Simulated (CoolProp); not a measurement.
Vapour-liquid equilibrium of R125 (1) + R236FA (2) at -41.35 °C; x and y are mole fractions of (1).

Values from CoolProp's multi-fluid Helmholtz-energy mixture model, Lemmon 2005 and Pan 2012; pair parameters Bell 2016.

Question: Give the bubble pressure and the first vapour's composition at x = 0.35, 0.5, 0.65. Is there an azeotrope?

Answer: x = 0.35: 0.5752 bar, y = 0.841; x = 0.5: 0.7613 bar, y = 0.906; x = 0.65: 0.9479 bar, y = 0.946. No azeotrope shows between x = 0.05 and 0.95.

Pair parameters are fitted to limited data, so mixtures are less certain than the pure fluids. The gap from Raoult's law changes sign with composition, which may be real or a fault of the pair parameters; it wasn't checked against measurements.
